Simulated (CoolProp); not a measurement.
Octamethylcyclotetrasiloxane (D4) at several states: Z from the reference equation and from simpler models built on Tc = 586.5 K, pc = 1347 kPa, ω = 0.598; each cubic takes its own stable root.

Computed with CoolProp (reference Helmholtz-energy equation of state, Thol 2015).

| T (K) | p (kPa) | phase | reference | van der Waals | Soave-Redlich-Kwong | Peng-Robinson |
|---|---|---|---|---|---|---|
| 426.3 | 1200 | liquid | 0.1254 | 0.2133 | 0.1374 | 0.1217 |
| 546.5 | 1060 | liquid | 0.1153 | [?] | 0.1357 | [?] |
| 353.4 | 921 | liquid | [?] | 0.1817 | [?] | [?] |
| 303.4 | 7890 | liquid | [?] | 1.641 | [?] | [?] |

### Question
Complete the blanks.

### Answer

- 546.5, van der Waals: 0.2019
- 546.5, Peng-Robinson: 0.1203
- 353.4, reference: 0.1046
- 353.4, Soave-Redlich-Kwong: 0.1162
- 353.4, Peng-Robinson: 0.1033
- 303.4, reference: 0.9705
- 303.4, Soave-Redlich-Kwong: 1.094
- 303.4, Peng-Robinson: 0.9767
